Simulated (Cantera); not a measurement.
Low-pressure radical oxidation in H2/O2

An isothermal, constant-pressure homogeneous reactor starts with 2.99 % H2, 96.5 % O2, 0.473 % H2O, equivalence ratio 0.015, at 1375 K and 0.0132 atm.

Computed with Cantera and GRI-Mech 3.0 (53 species, 325 reactions). Radical loss at walls, strong at low pressure, is not modelled.

```
t (s)         x H2   x O2    x HO2    x H2O       x O
--------  --------  -----  -------  -------  --------
3.00e-6     0.0299  0.965  1.43e-9  0.00473  9.36e-11
1.18e-5     0.0299  0.965  5.59e-9  0.00473   1.26e-9
4.60e-5     0.0299  0.965  2.19e-8  0.00473   1.32e-8
0.000180    0.0299  0.965  8.58e-8  0.00473   1.31e-7
0.000706    0.0299  0.965  3.44e-7  0.00474   1.03e-5
0.00277   0.000586  0.939  1.48e-6   0.0306    0.0228
0.0108    0.000354  0.940  1.36e-6   0.0314    0.0219
0.0425    0.000277  0.946  1.24e-6   0.0321    0.0168
0.166     0.000126  0.956  8.57e-7   0.0336   0.00743
0.652      2.29e-5  0.963  3.10e-7   0.0346   0.00132
2.55       2.48e-6  0.965  6.44e-8   0.0350  0.000142
10.0       3.18e-7  0.965  3.34e-8   0.0351   1.81e-5
```
x: mole fraction; the columns are a selection and need not sum to one.

Equilibrium at this temperature and pressure: H2 9.54e-8, O2 0.965, HO2 4.64e-8, H2O 0.0352, O 5.45e-6 (gas phase only).
